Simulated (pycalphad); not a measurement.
# Effect of C content in Si-Al-C

All values are pycalphad results on the COST 507 light-alloy database (1999) (1 atm), not direct measurements. The data set is of 1999 and partly superseded. Amounts are mole fractions of atoms.

Question: One of these alloys has its liquidus at 1945 K, its solidus at 850 K, and holds FCC_A1 0.85, DIAMOND_A4 0.12, AL8SIC7 0.02 at 650 K. Which?
A. Si-86.4Al-3C (at.%)
B. Si-86.4Al-4C (at.%)
C. Si-86.4Al-1C (at.%)
D. Si-86.4Al-0.75C (at.%)
E. Si-86.4Al-0.25C (at.%)

Answer: C, Si-86.4Al-1C (at.%). The others: Si-86.4Al-0.25C (at.%), liquidus 1786, solidus 850; Si-86.4Al-0.75C (at.%), liquidus 1910, solidus 850; Si-86.4Al-3C (at.%), liquidus 2092, solidus 850; Si-86.4Al-4C (at.%), liquidus 2134, solidus 850

Database names, with the compositions (at.%) that they take in these runs: AL8SIC7: Al 50 C 44 Si 6. FCC_A1 is fcc; DIAMOND_A4 is diamond (Si).
